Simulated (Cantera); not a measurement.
Input: 1 mol TiO2, 0.044 mol Cl2, 2.1 mol O2, held at 1.00 bar.

Equilibrium computed with Cantera from the NASA thermochemical tables; the gas is ideal and each condensed phase is pure. Candidate condensed phases: Ti, TiCl2, TiCl3, TiCl4, TiO, TiO2, Ti2O3, Ti3O5, Ti4O7; 15 gas species. Kinetics and transport are ignored. All values below are at 1550 K.

Base state: O2 0.974, Cl2 0.0153, Cl 0.0100, ClO 0.000228 (mole fractions); condensed: TiO2(rutile).

Task: What changes in the equilibrium state with this change: pressure from 1.00 bar to 0.140 bar?

Result: 
```
species              before     after
-----------------  --------  --------
O2                    0.974     0.969
Cl                   0.0100    0.0212
Cl2                  0.0153   0.00961
O                   7.73e-6   2.06e-5
ClO                0.000228  0.000181
TiO2(rutile), mol     1.000      1.00
```
